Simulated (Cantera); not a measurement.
Cantera run:

```python
import numpy as np
import cantera as ct

gas_names = """
    H HNO HNO2 HNO3 HO2 H2 H2O H2O2 N NH NH2 NH3 NH2OH NO NO2 NO3 N2 N2H2 N2H4 N2O O OH O2 O3 Si SiH
    SiH2 SiH3 SiH4 SiN SiO SiO2 Si2 Si2N Si3
""".split()
cond_names = """
    H2O(s) H2O(L) Si(cr) Si(L) SiO2(Lqz) SiO2(hqz) SiO2(L) Si2N2O(s) Si3N4(a)
""".split()


# ... load() reads the species with a 1 bar reference pressure and builds the phases ...
atoms = {
    'Si3N4': {'Si': 3, 'N': 4},
    'H2O': {'H': 2, 'O': 1},
    'H2': {'H': 2},
}
top_T = {'Si2N2O(s)': 2100, 'Si3N4(a)': 2400}  # K; cautious upper limits of use, not melting points


# ... equilibrate(T, P, feed) seeds the gas with the atoms and calls Mixture.equilibrate('TP', solver="vcs", rtol=1e-11, max_steps=5000) ...
results = []
feed = {'Si3N4': 1, 'H2O': 1.2, 'H2': 740}  # mol
T = 1275  # K
P = 1000  # Pa
mix = equilibrate(T, P, feed)
results.append((T, P, feed, dict(zip(mix.species_names, mix.species_moles))))
print(gas.report(threshold=0.001))
for i in range(1, mix.n_phases):
    print(f"{mix.phase(i).name:16s} {mix.phase_moles(i):12.5e} mol")
```

Output:

```
       temperature   1275 K
          pressure   1000 Pa
           density   0.00019149 kg/m^3
  mean mol. weight   2.03 kg/kmol
   phase of matter   gas

                          1 kg             1 kmol
                     ---------------   ---------------
          enthalpy        1.4364e+07        2.9159e+07  J
   internal energy         9.142e+06        1.8558e+07  J
           entropy        1.0447e+05        2.1207e+05  J/K
    Gibbs function       -1.1883e+08       -2.4124e+08  J
 heat capacity c_p             15478             31421  J/K
 heat capacity c_v             11382             23106  J/K

                      mass frac. Y      mole frac. X     chem. pot. / RT
                     ---------------   ---------------   ---------------
                H2           0.99255           0.99945           -22.748
     [  +34 minor]         0.0074485        0.00054684

Si(cr)            0.00000e+00 mol
SiO2(hqz)         0.00000e+00 mol
Si2N2O(s)         1.19996e+00 mol
Si3N4(a)          2.00010e-01 mol
```

Equilibrium computed with Cantera from the NASA thermochemical tables; the gas is ideal and each condensed phase is pure. Mutual solubility and eutectic melting of coexisting phases are not modelled.
